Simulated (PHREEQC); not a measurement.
A column of 0.5 m (30 cells, dispersivity 0.018 m, 300 s a shift, diffusion coefficient 3e-10 m²/s) holds 0.037 eq of the database's cation exchanger X per kg of pore water, first in equilibrium with 0.052 mol CdCl2, 0.015 mol ZnSO4, 0.0027 mol MnCl2 and 1e-05 mol HCl per kg of water. It is flushed with 0.45 mmol/kgw KBr, 18 mmol/kgw CdCl2 and 0.01 mmol/kgw HCl, at 40 °C. Values are for the last cell. No CO2 enters from the air. Precipitation was switched off in this run.

Base run: PHREEQC, ion-association model, phreeqc.dat. Each further column changes one thing. The table gives K in solution (mol/kgw).

```
pore volumes      base  exchange capacity from 0.037 to 0.018 eq/kgw  dispersivity from 0.018 to 0.036 m
------------  --------  --------------------------------------------  ----------------------------------
0                    0                                             0                                   0
0.35          1.49e-11                                      3.62e-10                                 [?]
0.85           1.26e-5                                           [?]                             3.81e-5
1.183          7.45e-5                                      0.000176                            0.000116
1.517         0.000174                                      0.000302                            0.000201
2.017         0.000321                                           [?]                            0.000310
2.35          0.000381                                      0.000433                                 [?]
2.683         0.000413                                      0.000443                                 [?]
3.017         0.000429                                      0.000447                            0.000415
3.517         0.000441                                      0.000449                                 [?]
3.85          0.000444                                      0.000450                            0.000439
4.183         0.000446                                      0.000450                            0.000443
4.683         0.000448                                      0.000450                            0.000446
5.017         0.000449                                      0.000450                            0.000447
```

### Question
Fill in the missing entries.

### Answer

- 0.35, dispersivity from 0.018 to 0.036 m: 2.47e-8
- 0.85, exchange capacity from 0.037 to 0.018 eq/kgw: 4.52e-5
- 2.017, exchange capacity from 0.037 to 0.018 eq/kgw: 0.000408
- 2.35, dispersivity from 0.018 to 0.036 m: 0.000360
- 2.683, dispersivity from 0.018 to 0.036 m: 0.000394
- 3.517, dispersivity from 0.018 to 0.036 m: 0.000432

Constants without temperature data keep their 25 °C values here.
